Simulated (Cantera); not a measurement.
## Low-pressure radical oxidation in H2/O2

An isothermal, constant-pressure homogeneous reactor starts with 0.549 % H2, 34.3 % O2, 65.2 % N2, equivalence ratio 0.0080, at 1300 K and 2670 Pa.

Cantera simulation using the H2/O2 subset of GRI-Mech 3.0, which has no nitrogen chemistry; the numbers are that mechanism's predictions, not measurements. Radical loss at walls, strong at low pressure, is not modelled.

```json
[
 {"t (s)": "1.00e-5", "x H2": "0.00549", "x O2": "0.343", "x H2O2": "<1e-12", "x H2O": "<1e-12", "x HO2": "1.98e-10", "x H": "1.75e-10", "x O": "2.27e-11"},
 {"t (s)": "2.59e-5", "x H2": "0.00549", "x O2": "0.343", "x H2O2": "<1e-12", "x H2O": "4.71e-12", "x HO2": "5.12e-10", "x H": "3.82e-10", "x O": "1.34e-10"},
 {"t (s)": "6.69e-5", "x H2": "0.00549", "x O2": "0.343", "x H2O2": "<1e-12", "x H2O": "6.49e-11", "x HO2": "1.32e-9", "x H": "7.00e-10", "x O": "6.87e-10"},
 {"t (s)": "0.000173", "x H2": "0.00549", "x O2": "0.343", "x H2O2": "<1e-12", "x H2O": "7.42e-10", "x HO2": "3.43e-9", "x H": "1.18e-9", "x O": "2.98e-9"},
 {"t (s)": "0.000448", "x H2": "0.00549", "x O2": "0.343", "x H2O2": "3.66e-12", "x H2O": "7.81e-9", "x HO2": "8.88e-9", "x H": "2.88e-9", "x O": "1.37e-8"},
 {"t (s)": "0.00116", "x H2": "0.00549", "x O2": "0.343", "x H2O2": "2.18e-11", "x H2O": "1.26e-7", "x HO2": "2.33e-8", "x H": "2.03e-8", "x O": "1.29e-7"},
 {"t (s)": "0.00299", "x H2": "0.00546", "x O2": "0.343", "x H2O2": "1.54e-10", "x H2O": "1.80e-5", "x HO2": "1.16e-7", "x H": "2.36e-6", "x O": "1.56e-5"},
 {"t (s)": "0.00775", "x H2": "0.000127", "x O2": "0.338", "x H2O2": "2.38e-8", "x H2O": "0.00481", "x HO2": "7.75e-7", "x H": "0.000356", "x O": "0.00428"},
 {"t (s)": "0.0200", "x H2": "3.14e-5", "x O2": "0.338", "x H2O2": "1.42e-8", "x H2O": "0.00507", "x HO2": "6.14e-7", "x H": "0.000245", "x O": "0.00415"},
 {"t (s)": "0.0518", "x H2": "2.53e-5", "x O2": "0.339", "x H2O2": "1.35e-8", "x H2O": "0.00514", "x HO2": "5.56e-7", "x H": "0.000175", "x O": "0.00330"},
 {"t (s)": "0.134", "x H2": "1.56e-5", "x O2": "0.340", "x H2O2": "1.17e-8", "x H2O": "0.00525", "x HO2": "4.39e-7", "x H": "8.31e-5", "x O": "0.00200"},
 {"t (s)": "0.347", "x H2": "6.31e-6", "x O2": "0.341", "x H2O2": "8.18e-9", "x H2O": "0.00536", "x HO2": "2.70e-7", "x H": "2.11e-5", "x O": "0.000796"},
 {"t (s)": "0.897", "x H2": "1.68e-6", "x O2": "0.341", "x H2O2": "3.93e-9", "x H2O": "0.00544", "x HO2": "1.18e-7", "x H": "2.87e-6", "x O": "0.000210"},
 {"t (s)": "2.32", "x H2": "3.60e-7", "x O2": "0.341", "x H2O2": "1.29e-9", "x H2O": "0.00547", "x HO2": "3.84e-8", "x H": "2.86e-7", "x O": "4.50e-5"},
 {"t (s)": "6.00", "x H2": "7.83e-8", "x O2": "0.341", "x H2O2": "3.57e-10", "x H2O": "0.00549", "x HO2": "1.16e-8", "x H": "2.92e-8", "x O": "9.81e-6"}
]
```
x: mole fraction; the columns are a selection and need not sum to one.

Equilibrium at this temperature and pressure: H2 5.04e-9, O2 0.341, H2O2 2.88e-11, H2O 0.00550, HO2 5.11e-9, H 4.84e-10, O 6.37e-7 (gas phase only).
